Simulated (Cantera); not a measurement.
Cantera run:

```python
import numpy as np
import cantera as ct

gas_names = """
    N2 SiO O2
""".split()
cond_names = """
    Si3N4(a)
""".split()


def load(file, names, dense=False):
    # The tables refer to 1 bar. Condensed volumes are neglected.
    table = {s.name: s for s in ct.Species.list_from_file(file)}
    out = []
    for n in names:
        d = dict(table[n].input_data)
        d["thermo"] = dict(d["thermo"], **{"reference-pressure": 1e5})
        if dense:
            d["equation-of-state"] = {"model": "constant-volume", "density": "1e6 g/cm^3"}
        out.append(ct.Species.from_dict(d))
    return out


species = {s.name: s for s in load("nasa_gas.yaml", gas_names) + load("nasa_condensed.yaml", cond_names)}
# Each term lists the table entries of one substance; the one whose range holds T is used.
reactions = {
    '4 N2(g) + 6 SiO(g) = 3 O2(g) + 2 Si3N4':
        [(-4, ['N2']), (-6, ['SiO']), (3, ['O2']), (2, ['Si3N4(a)'])],
}


def pick(names, T):
    return next(species[n] for n in names if species[n].thermo.min_temp <= T <= species[n].thermo.max_temp)


results = []
for label, terms in reactions.items():
    print(label)
    print("     T/K   dH/kJ  dS/(J/K)   dG/kJ   log10 K")
    for T in [473, 673, 873, 1073, 1273, 1473, 1673, 1873]:
        used = [(nu, pick(names, T)) for nu, names in terms]
        dH = sum(nu * s.thermo.h(T) for nu, s in used) / 1e6
        dS = sum(nu * s.thermo.s(T) for nu, s in used) / 1e3
        dG = dH - T * dS / 1e3
        logK = -dG * 1e6 / (ct.gas_constant * T * np.log(10))
        results.append((label, T, dH, dS, dG, logK, [s.name for _, s in used]))
        print(f"{T:8g} {dH:8.1f} {dS:8.1f} {dG:8.1f} {logK:8.2f}")
```

Output:

```
4 N2(g) + 6 SiO(g) = 3 O2(g) + 2 Si3N4
     T/K   dH/kJ  dS/(J/K)   dG/kJ   log10 K
     473   -886.1  -1192.5   -322.0    35.56
     673   -879.8  -1181.7    -84.5     6.56
     873   -868.8  -1167.5    150.4    -9.00
    1073   -854.1  -1152.4    382.4   -18.62
    1273   -836.1  -1137.0    611.4   -25.09
    1473   -815.8  -1122.2    837.3   -29.69
    1673   -794.0  -1108.4   1060.3   -33.11
    1873   -771.3  -1095.6   1280.7   -35.72
```

Source: NASA polynomial tables (part measured, part estimated), evaluated in Cantera. Condensed species are held in their standard states even where they would react or evaporate.
